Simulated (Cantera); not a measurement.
Input (Python, Cantera) and output of one run.

```python
import numpy as np
import cantera as ct

gas_names = """
    CL CL2 H HCL H2 N NH NH2 NH3 N2 N2H2 N2H4 Si SiCL SiCL2 SiCL3 SiCL4 SiH SiHCL3 SiH2 SiH2CL2 SiH3
    SiH3CL SiH4 SiN Si2 Si2N Si3
""".split()
cond_names = """
    NH4CL(a) NH4CL(b) Si(cr) Si(L) Si3N4(a)
""".split()


# ... load() reads the species with a 1 bar reference pressure and builds the phases ...
atoms = {
    'SiCl4': {'Si': 1, 'CL': 4},
    'NH3': {'N': 1, 'H': 3},
    'N2': {'N': 2},
}
top_T = {'Si3N4(a)': 2400}  # K; cautious upper limits of use, not melting points


# ... equilibrate(T, P, feed) seeds the gas with the atoms and calls Mixture.equilibrate('TP', solver="vcs", rtol=1e-11, max_steps=5000) ...
results = []
feed = {'SiCl4': 1, 'NH3': 1.5, 'N2': 27}  # mol
P = 20  # Pa
for T in [850, 950, 1050, 1150, 1250, 1350, 1450, 1550]:
    mix = equilibrate(T, P, feed)
    results.append((T, P, feed, dict(zip(mix.species_names, mix.species_moles))))

top = {s: max(r[3][s] / sum(r[3][g] for g in gas_names) for r in results) for s in gas_names}
cols = sorted((s for s in top if top[s] > 1e-06), key=lambda s: -top[s])[:6]
seen = [c for c in cond_names if any(r[3].get(c, 0) > 1e-12 for r in results)]
print("log10 of partial pressures in bar; condensed amounts in mol")
print(f"{'T/K':>10s}" + "".join(f"{s[:9]:>10s}" for s in cols + seen))
for T, P, feed, n in results:
    ng = sum(n[g] for g in gas_names)
    print(f"{T:10.4g}" + "".join(f"{np.log10(max(n[s] / ng * P / 1e5, 1e-99)):10.3f}" for s in cols)
          + "".join(f"{n.get(c, 0):10.4g}" for c in seen))
```

Output:

```
log10 of partial pressures in bar; condensed amounts in mol
       T/K        N2       HCL        H2     SiCL2     SiCL4     SiCL3  Si3N4(a)
       850    -3.759    -4.705    -5.344   -10.971    -5.834    -9.328    0.2569
       950    -3.759    -4.687    -5.385    -9.174    -5.902    -8.299    0.2676
      1050    -3.760    -4.676    -5.417    -7.729    -5.966    -7.477    0.2742
      1150    -3.760    -4.673    -5.426    -6.570    -6.079    -6.844    0.2681
      1250    -3.761    -4.707    -5.351    -5.753    -6.478    -6.543    0.2079
      1350    -3.761    -4.820    -5.182    -5.336    -7.368    -6.701    0.0759
      1450    -3.761    -4.908    -5.104    -5.211    -8.278    -7.026         0
      1550    -3.761    -4.908    -5.106    -5.209    -8.952    -7.303         0
```

These are equilibrium values from Cantera (NASA tables, ideal gas, pure condensed phases), not measurements of a reactor. The tables' values for SiCl3, SiCl are old estimates; treat these amounts as uncertain.
